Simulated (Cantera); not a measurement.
## Abatement and gas-phase synthesis: H2O + H2

Input: 1 mol H2O, a varied amount of H2, held at 2100 °C and 1330 Pa.

Method: chemical equilibrium by Gibbs-energy minimisation in Cantera with the NASA 1993 tables (ideal gas, pure condensed phases). Candidate condensed phases: H2O; 9 gas species. Rates play no part.

From 0.29 mol H2 to 6.8 mol H2 nothing is condensed.

```tsv
n(H2) (mol)	x H2	x H2O	x H	x OH	x O2
0.29	0.219	0.681	0.0566	0.0313	0.00702
0.88	0.418	0.485	0.0782	0.0161	0.000979
1.5	0.533	0.367	0.0883	0.0108	0.000344
2.1	0.601	0.296	0.0937	0.00821	0.000177
2.7	0.647	0.248	0.0973	0.00664	0.000107
3.2	0.675	0.219	0.0994	0.00572	7.63e-5
3.8	0.702	0.192	0.101	0.00492	5.41e-5
4.4	0.722	0.170	0.103	0.00431	4.04e-5
5	0.738	0.153	0.104	0.00383	3.13e-5
5.6	0.752	0.139	0.105	0.00345	2.49e-5
6.2	0.763	0.128	0.106	0.00314	2.04e-5
6.8	0.773	0.118	0.106	0.00288	1.69e-5
```
x: gas mole fraction; nothing condenses.
